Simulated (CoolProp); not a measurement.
Vapour pressure (MPa) of carbonyl sulfide: the reference equation beside estimates from Tc = 378.8 K, pc = 6.369 MPa, ω = 0.098.

The numbers come from the reference Helmholtz-energy equation of state, Lemmon 2006 in CoolProp. It is a short technical equation, of lower accuracy than the large ones.

```
T (K)  reference  Lee-Kesler  van der Waals  Redlich-Kwong
-----  ---------  ----------  -------------  -------------
238       0.1935      0.1921         0.7186         0.2084
250.2     0.3073      0.3062         0.9434         0.3346
262.5     0.4674      0.4670          1.213         0.5115
274.8     0.6828      0.6836          1.529         0.7479
287       0.9613      0.9634          1.890          1.051
299.3      1.318       1.321          2.306          1.434
311.6      1.763       1.766          2.775          1.904
323.8      2.302       2.306          3.295          2.466
336.1      2.958       2.961          3.878          3.135
348.4      3.740       3.745          4.519          3.916
```

Absolute difference from the reference over all 10 rows, mean and median: Lee-Kesler 0.2 and 0.2 %, van der Waals 108.6 and 85.8 %, Redlich-Kwong 7.9 and 8.4 %.
